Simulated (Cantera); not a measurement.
Source: NASA polynomial tables (part measured, part estimated), evaluated in Cantera. Values are per mole of reaction as written; species without (g) are pure solids or liquids, kept so even where they would boil at 1 bar.

Ti4O7 → 7 O(g) + 4 Ti

```json
[
 {"T (K)": "1973", "ΔH° (kJ)": "4970.6", "ΔS° (J/K)": "964.8", "ΔG° (kJ)": "3067.1", "log10 K": "-81.20"},
 {"T (K)": "2073", "ΔH° (kJ)": "4967.0", "ΔS° (J/K)": "963.0", "ΔG° (kJ)": "2970.7", "log10 K": "-74.85"},
 {"T (K)": "2173", "ΔH° (kJ)": "4963.5", "ΔS° (J/K)": "961.4", "ΔG° (kJ)": "2874.5", "log10 K": "-69.10"},
 {"T (K)": "2273", "ΔH° (kJ)": "4960.0", "ΔS° (J/K)": "959.8", "ΔG° (kJ)": "2778.4", "log10 K": "-63.85"},
 {"T (K)": "2373", "ΔH° (kJ)": "4956.5", "ΔS° (J/K)": "958.3", "ΔG° (kJ)": "2682.5", "log10 K": "-59.05"},
 {"T (K)": "2473", "ΔH° (kJ)": "4953.0", "ΔS° (J/K)": "956.8", "ΔG° (kJ)": "2586.8", "log10 K": "-54.64"},
 {"T (K)": "2573", "ΔH° (kJ)": "4949.5", "ΔS° (J/K)": "955.4", "ΔG° (kJ)": "2491.2", "log10 K": "-50.57"},
 {"T (K)": "2673", "ΔH° (kJ)": "[?]", "ΔS° (J/K)": "[?]", "ΔG° (kJ)": "[?]", "log10 K": "[?]"},
 {"T (K)": "2773", "ΔH° (kJ)": "[?]", "ΔS° (J/K)": "[?]", "ΔG° (kJ)": "[?]", "log10 K": "[?]"},
 {"T (K)": "2873", "ΔH° (kJ)": "4939.0", "ΔS° (J/K)": "951.6", "ΔG° (kJ)": "2205.1", "log10 K": "-40.09"},
 {"T (K)": "2973", "ΔH° (kJ)": "[?]", "ΔS° (J/K)": "[?]", "ΔG° (kJ)": "[?]", "log10 K": "[?]"}
]
```

Question: Some entries are withheld; supply them.

Answer: 
- 2673, ΔH° (kJ): 4946.0
- 2673, ΔS° (J/K): 954.1
- 2673, ΔG° (kJ): 2395.7
- 2673, log10 K: -46.81
- 2773, ΔH° (kJ): 4942.5
- 2773, ΔS° (J/K): 952.8
- 2773, ΔG° (kJ): 2300.3
- 2773, log10 K: -43.33
- 2973, ΔH° (kJ): 4935.6
- 2973, ΔS° (J/K): 950.4
- 2973, ΔG° (kJ): 2110.0
- 2973, log10 K: -37.07
